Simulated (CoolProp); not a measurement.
The fluid at 298.15 K and 2.9 MPa is throttled through a valve to 1.1 MPa with no heat exchange. The same conditions are run with several fluids, on thermodynamics alone (safety and materials aside).

Computed with CoolProp (reference Helmholtz-energy equation of state of each fluid (R125: Lemmon 2005; tetrahydrofuran: Fiedler 2023; dodecamethylcyclohexasiloxane (D6): Colonna 2008; neopentane: Lemmon 2006; CH2F2 (R32): Tillner-Roth 1997)).

Rank R125, tetrahydrofuran, dodecamethylcyclohexasiloxane (D6), neopentane, CH2F2 (R32) by temperature change (K), highest first.

dodecamethylcyclohexasiloxane (D6) (+0.8), tetrahydrofuran (+0.7), neopentane (+0.6), R125 (-8.3), CH2F2 (R32) (-15.2)

```tsv
fluid	final phase	final density (kg/m³)
R125	two-phase, vapour fraction 0.090	499
tetrahydrofuran	liquid	882
dodecamethylcyclohexasiloxane (D6)	liquid	970
neopentane	liquid	585
CH2F2 (R32)	two-phase, vapour fraction 0.093	251
```
